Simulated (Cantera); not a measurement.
Input: 1 mol Fe3O4, 4.3 mol H2, 2 mol H2O, at 777 °C and 1.00 bar.

Method: chemical equilibrium by Gibbs-energy minimisation in Cantera with the NASA 1993 tables (ideal gas, pure condensed phases). Candidate condensed phases: Fe, FeO, Fe(OH)2, Fe(OH)3, Fe2O3, Fe3O4, H2O; 12 gas species. The tables' stoichiometric FeO is somewhat more stable than real wüstite, so its field is too wide. FeO: taken at fixed stoichiometry. Kinetics and transport are ignored.

### Question
What is the equilibrium state?

### Answer
```json
{
 "x(H2)": "0.524",
 "x(H2O)": "0.476",
 "n(FeO(s))": "3.00 mol",
 "gas_amount": "6.300 mol",
 "log10 activity of Fe(α) (absent)": "-0.65",
 "log10 activity of Fe(OH)2(s) (absent)": "-5.27",
 "log10 activity of Fe(OH)3(s) (absent)": "-10.20"
}
```
